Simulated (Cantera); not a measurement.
Silicon carbide growth: SiH₂Cl₂ + C₂H₂ + H₂

Feed: 1 mol SiH₂Cl₂, 0.085 mol C₂H₂, a varied amount of H₂, held at 1852 °C and 10.0 mbar.

These are equilibrium values from Cantera (NASA tables, ideal gas, pure condensed phases), not measurements of a reactor. Candidate condensed phases: C, C₆H₆, C₇H₈, C₈H₁₈, Si, SiC; 109 gas species. The tables' values for SiCl are old estimates; treat these amounts as uncertain. Gases not in the tables: Si₂H₆ and higher silanes. Kinetics and transport are ignored.

```
n(H₂) (mol)   x H₂     x H    x HCl      x Si      x Cl  n SiC(s)
-----------  -----  ------  -------  --------  --------  --------
210          0.951  0.0354  0.00885   0.00382  0.000242    0.0121
270          0.954  0.0355  0.00693   0.00309  0.000189         0
340          0.956  0.0355  0.00553   0.00251  0.000151         0
430          0.958  0.0355  0.00439   0.00202  0.000120         0
540          0.959  0.0356  0.00351   0.00163   9.54e-5         0
690          0.960  0.0356  0.00275   0.00129   7.48e-5         0
870          0.961  0.0356  0.00219   0.00104   5.94e-5         0
1100         0.962  0.0356  0.00173  0.000824   4.70e-5         0
```
x: gas mole fraction; n: condensed amount in mol.

At 210 mol H₂ the condensed part is SiC(s). From 270 mol H₂ to 1100 mol H₂ nothing is condensed. The main Si-bearing gas is Si throughout.
